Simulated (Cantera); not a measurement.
Equilibrium for silicon oxide and oxynitride deposition: SiH4 + CO2 + N2O

A closed system holds: 1 mol SiH4, 20 mol CO2, 1.3 mol N2O, held at 0.133 bar.

Method: chemical equilibrium by Gibbs-energy minimisation in Cantera with the NASA 1993 tables (ideal gas, pure condensed phases). Candidate condensed phases: C, C6H6, C7H8, C8H18, H2O, Si, SiC, SiO2, Si2N2O, Si3N4; 151 gas species. The tables hold silica as quartz up to 1696 K and as liquid above; real silica turns to tridymite and cristobalite and melts near 1996 K. Gases not in the tables: Si(OH)4. Equilibrium is a limit: real reactors are often held back by kinetics, nucleation or transport.

```csv
T (K),log p CO2,log p CO,log p H2O,log p N2,log p H2,n SiO2(β-quartz),n SiO2(condensed)
1050,-1.00,-1.86,-2.01,-2.13,-2.80,1.00,0
1125,-1.00,-1.85,-1.99,-2.13,-2.89,1.00,0
1200,-1.00,-1.84,-1.98,-2.13,-2.97,1.00,0
1275,-1.00,-1.84,-1.98,-2.13,-3.04,1.00,0
1350,-1.00,-1.83,-1.97,-2.13,-3.10,1.00,0
1425,-1.00,-1.83,-1.97,-2.13,-3.16,1.00,0
1500,-1.00,-1.83,-1.97,-2.13,-3.21,1.00,0
1575,-1.00,-1.83,-1.96,-2.13,-3.25,1.00,0
1650,-1.00,-1.83,-1.96,-2.13,-3.29,1.000,0
1725,-1.00,-1.82,-1.96,-2.13,-3.33,0,1.000
1800,-1.00,-1.82,-1.96,-2.13,-3.36,0,1.000
```
log p: log10 of the partial pressure in bar; n: condensed amount in mol.

From 1050 K to 1650 K the condensed part is SiO2(β-quartz). From 1725 K to 1800 K the condensed part is SiO2(condensed).
